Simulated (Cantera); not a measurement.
# Equilibrium for carbon deposition, reforming and gasification: C2H2 + O2 + H2

Feed: 1 mol C2H2, 0.3 mol O2, 2 mol H2, held at 2425 K.

Method: chemical equilibrium by Gibbs-energy minimisation in Cantera with the NASA 1993 tables (ideal gas, pure condensed phases). Candidate condensed phases: C, C6H6, C7H8, C8H18, H2O; 110 gas species. The ideal-gas law is rough above about 30 bar. Kinetics and transport are ignored.

```
P (Pa)    log p H2  log p H  log p CO  log p CH4  n C(graphite)
--------  --------  -------  --------  ---------  -------------
10           -4.78    -4.14     -4.98     -13.34           1.35
160          -3.07    -3.28     -3.65      -9.91           1.36
2500         -1.73    -2.61     -2.40      -7.24           1.36
40000        -0.49    -1.99     -1.18      -4.76           1.35
630000        0.71    -1.39      0.02      -2.34           1.35
10000000      1.91    -0.79      1.23       0.05           1.31
```
log p: log10 of the partial pressure in bar; n: condensed amount in mol.

From 10.0 Pa to 100 bar the condensed part is C(graphite). The main C-bearing gas is CO throughout. The share of C in condensed phases is highest at 1.60 mbar (68.1 %) and lowest at 100 bar (65.5 %).
